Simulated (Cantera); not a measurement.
Input (Python, Cantera) and output of one run.

```python
import numpy as np
import cantera as ct

gas_names = """
    H H2 Si SiH SiH2 SiH3 SiH4 Si2 Si3
""".split()
cond_names = """
    Si(cr) Si(L)
""".split()


def load(file, names, dense=False):
    # The tables refer to 1 bar. Condensed volumes are neglected.
    table = {s.name: s for s in ct.Species.list_from_file(file)}
    out = []
    for n in names:
        d = dict(table[n].input_data)
        d["thermo"] = dict(d["thermo"], **{"reference-pressure": 1e5})
        if dense:
            d["equation-of-state"] = {"model": "constant-volume", "density": "1e6 g/cm^3"}
        out.append(ct.Species.from_dict(d))
    return out


gas = ct.Solution(thermo="ideal-gas", species=load("nasa_gas.yaml", gas_names))
cond = {s.name: ct.Solution(thermo="fixed-stoichiometry", species=[s], name=s.name)
        for s in load("nasa_condensed.yaml", cond_names, dense=True)}
atoms = {
    'Si': {'Si': 1},
    'H2': {'H': 2},
}
top_T = {}  # K; cautious upper limits of use, not melting points


def equilibrate(T, P, feed):
    n = {}
    for name, mol in feed.items():
        for a, k in atoms[name].items():
            n[a] = n.get(a, 0.0) + k * mol
    gas.TPX = T, P, n
    mass = sum(n.values()) * gas.mean_molecular_weight
    gas.equilibrate("TP")
    valid = [c for c in cond.values() if c.min_temp <= T <= top_T.get(c.name, c.max_temp)]
    mix = ct.Mixture([(gas, mass / gas.mean_molecular_weight)] + [(c, 0.0) for c in valid])
    mix.T, mix.P = T, P
    mix.equilibrate("TP", solver="vcs", rtol=1e-11, max_steps=5000)
    return mix


results = []
feed = {'Si': 1, 'H2': 0.34}  # mol
P = 750000  # Pa
for T in [673, 773, 873, 973, 1073, 1173, 1273, 1373, 1473, 1573, 1673, 1773]:
    mix = equilibrate(T, P, feed)
    results.append((T, P, feed, dict(zip(mix.species_names, mix.species_moles))))
    x = sorted(zip(gas.X, gas.species_names), reverse=True)
    print(f"T = {T:g} K  P = {P:g} Pa  gas = {mix.phase_moles(0):.4g} mol")
    print("   x: " + "  ".join(f"{s} {v:.3e}" for v, s in x if v > 0.001))
    print("   condensed (mol): " + ("  ".join(f"{mix.phase(i).name} {mix.phase_moles(i):.4g}"
          for i in range(1, mix.n_phases) if mix.phase_moles(i) > 1e-12) or "none"))
```

Output:

```
T = 673 K  P = 750000 Pa  gas = 0.34 mol
   x: H2 1.000e+00
   condensed (mol): Si(cr) 1
T = 773 K  P = 750000 Pa  gas = 0.34 mol
   x: H2 1.000e+00
   condensed (mol): Si(cr) 1
T = 873 K  P = 750000 Pa  gas = 0.34 mol
   x: H2 1.000e+00
   condensed (mol): Si(cr) 1
T = 973 K  P = 750000 Pa  gas = 0.34 mol
   x: H2 1.000e+00
   condensed (mol): Si(cr) 1
T = 1073 K  P = 750000 Pa  gas = 0.34 mol
   x: H2 1.000e+00
   condensed (mol): Si(cr) 1
T = 1173 K  P = 750000 Pa  gas = 0.34 mol
   x: H2 1.000e+00
   condensed (mol): Si(cr) 1
T = 1273 K  P = 750000 Pa  gas = 0.34 mol
   x: H2 1.000e+00
   condensed (mol): Si(cr) 1
T = 1373 K  P = 750000 Pa  gas = 0.34 mol
   x: H2 1.000e+00
   condensed (mol): Si(cr) 1
T = 1473 K  P = 750000 Pa  gas = 0.34 mol
   x: H2 1.000e+00
   condensed (mol): Si(cr) 1
T = 1573 K  P = 750000 Pa  gas = 0.34 mol
   x: H2 1.000e+00
   condensed (mol): Si(cr) 1
T = 1673 K  P = 750000 Pa  gas = 0.34 mol
   x: H2 9.999e-01
   condensed (mol): Si(cr) 1
T = 1773 K  P = 750000 Pa  gas = 0.34 mol
   x: H2 9.999e-01
   condensed (mol): Si(L) 1
```

Cantera equilibrium calculation (NASA polynomials, part measured and part estimated; ideal gas, pure solids and liquids). Gases not in the tables: Si2H6 and higher silanes.
